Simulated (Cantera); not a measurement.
Equilibrium for silicon carbide growth: SiH₄ + C₃H₈ + H₂

Input: 1 mol SiH₄, 0.014 mol C₃H₈, 640 mol H₂, held at 13.3 mbar.

Method: chemical equilibrium by Gibbs-energy minimisation in Cantera with the NASA 1993 tables (ideal gas, pure condensed phases). Candidate condensed phases: C, C₆H₆, C₇H₈, C₈H₁₈, Si, SiC; 87 gas species. Mutual solubility and eutectic melting of coexisting phases are not modelled. Gases not in the tables: Si₂H₆ and higher silanes. The numbers say what is thermodynamically allowed, not how fast it happens.

From 827 °C to 1327 °C the condensed part is Si(s) + SiC(s). From 1427 °C to 1627 °C the condensed part is Si(l) + SiC(s). From 1727 °C to 1827 °C nothing is condensed.

```json
[
 {"T (°C)": "827", "x H₂": "1.000", "x H": "2.24e-7", "x Si": "1.77e-12", "x SiH": "6.17e-12", "x SiH₂": "1.32e-9", "n Si(s)": "0.958", "n SiC(s)": "0.0417", "n Si(l)": "0"},
 {"T (°C)": "927", "x H₂": "1.000", "x H": "1.71e-6", "x Si": "1.04e-10", "x SiH": "1.80e-10", "x SiH₂": "1.19e-8", "n Si(s)": "0.958", "n SiC(s)": "0.0418", "n Si(l)": "0"},
 {"T (°C)": "1027", "x H₂": "1.000", "x H": "9.58e-6", "x Si": "3.25e-9", "x SiH": "3.11e-9", "x SiH₂": "7.65e-8", "n Si(s)": "0.958", "n SiC(s)": "0.0418", "n Si(l)": "0"},
 {"T (°C)": "1127", "x H₂": "1.000", "x H": "4.21e-5", "x Si": "6.17e-8", "x SiH": "3.56e-8", "x SiH₂": "3.77e-7", "n Si(s)": "0.958", "n SiC(s)": "0.0418", "n Si(l)": "0"},
 {"T (°C)": "1227", "x H₂": "1.000", "x H": "0.000152", "x Si": "7.89e-7", "x SiH": "2.92e-7", "x SiH₂": "1.50e-6", "n Si(s)": "0.956", "n SiC(s)": "0.0418", "n Si(l)": "0"},
 {"T (°C)": "1327", "x H₂": "1.000", "x H": "0.000471", "x Si": "7.31e-6", "x SiH": "1.84e-6", "x SiH₂": "5.00e-6", "n Si(s)": "0.949", "n SiC(s)": "0.0418", "n Si(l)": "0"},
 {"T (°C)": "1427", "x H₂": "0.999", "x H": "0.00128", "x Si": "5.09e-5", "x SiH": "9.09e-6", "x SiH₂": "1.42e-5", "n Si(s)": "0", "n SiC(s)": "0.0416", "n Si(l)": "0.910"},
 {"T (°C)": "1527", "x H₂": "0.997", "x H": "0.00310", "x Si": "0.000238", "x SiH": "3.13e-5", "x SiH₂": "2.98e-5", "n Si(s)": "0", "n SiC(s)": "0.0401", "n Si(l)": "0.762"},
 {"T (°C)": "1627", "x H₂": "0.992", "x H": "0.00685", "x Si": "0.000946", "x SiH": "9.44e-5", "x SiH₂": "5.78e-5", "n Si(s)": "0", "n SiC(s)": "0.0304", "n Si(l)": "0.227"},
 {"T (°C)": "1727", "x H₂": "0.985", "x H": "0.0140", "x Si": "0.00132", "x SiH": "0.000102", "x SiH₂": "4.21e-5", "n Si(s)": "0", "n SiC(s)": "0", "n Si(l)": "0"},
 {"T (°C)": "1827", "x H₂": "0.972", "x H": "0.0266", "x Si": "0.00139", "x SiH": "8.59e-5", "x SiH₂": "2.46e-5", "n Si(s)": "0", "n SiC(s)": "0", "n Si(l)": "0"}
]
```
x: gas mole fraction; n: condensed amount in mol.
